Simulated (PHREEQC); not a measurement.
Dissolve 0.22 mol ZnSO4 and 0.068 mol KCl per kg of water at 25 °C. Closed to the air; pH follows from the charge balance.

Computed with PHREEQC (ion-association model, phreeqc.dat).

| quantity | before | after |
|---|---|---|
| pH | 5.36 | 5.48 |
| ionic strength (mol/kgw) | 0.499 | 0.504 |
| Zn+2 (mol/kgw) | 0.109 | 0.112 |
| ZnSO4 (mol/kgw) | 0.0729 | 0.0737 |
| SO4-2 (mol/kgw) | 0.0725 | 0.0719 |
| K+ (mol/kgw) | 0.0620 | 0.0620 |
| SI of Zn(OH)2(e) (Zn(OH)2) | -2.42 | -2.17 |

Question: Name the change that produced these shifts.
A) diluted 5-fold with water
B) diluted 2-fold with water
C) KCl replaced by KBr at the same molality
D) KCl from 0.068 to 0.0136 mol/kgw

Answer: C, KCl replaced by KBr at the same molality

This is a speciation only: nothing precipitates in the calculation.
